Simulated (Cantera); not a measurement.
# Stirred combustor or abatement burner

A perfectly stirred reactor is fed with C₃H₈ : O₂ : N₂ = 1 : 4.17 : 17.1 (molar parts), equivalence ratio 1.2, at 6.02 atm; it is adiabatic with a 323 K inlet, and is followed from long to short residence time, starting on the burning branch (τ in s: 0.1, 0.049, 0.023, 0.011, 0.0053, 0.0025, 0.0012, 0.00057, 0.00027, 0.00013, 6.1e-05).

Computed with Cantera and GRI-Mech 3.0 (53 species, 325 reactions). GRI-Mech 3.0 was tuned for natural gas; its chemistry of propane as a main component is partial and can be far from experiment.

```
τ (s)    T (K)   x C₃H₈      x O₂       x O       x H    x HO₂    x C₂H
-------  -----  -------  --------  --------  --------  -------  -------
0.10      2132  1.20e-7   6.10e-5   5.48e-6  0.000391  2.77e-8  1.37e-8
0.049     2131  2.25e-7   9.90e-5   8.46e-6  0.000485  5.13e-8  2.35e-8
0.023     2128  4.28e-7  0.000165   1.41e-5  0.000625  1.01e-7  4.02e-8
0.011     2124  7.85e-7  0.000269   2.37e-5  0.000813  1.98e-7  6.59e-8
0.0053    2118  1.40e-6  0.000437   4.02e-5   0.00106  3.79e-7  1.05e-7
0.0025    2110  2.52e-6  0.000717   6.83e-5   0.00139  7.21e-7  1.68e-7
0.0012    2099  4.46e-6   0.00116  0.000112   0.00178  1.31e-6  2.61e-7
0.00057   2083  8.01e-6   0.00189  0.000177   0.00226  2.34e-6  4.06e-7
0.00027   2061  1.49e-5   0.00311  0.000263   0.00276  4.18e-6  6.31e-7
0.00013   2029  2.91e-5   0.00523  0.000354   0.00315  7.69e-6  9.72e-7
6.1e-5    1967  7.12e-5    0.0102  0.000399   0.00306  1.76e-5  1.48e-6
```
x: mole fraction; the columns are a selection and need not sum to one.
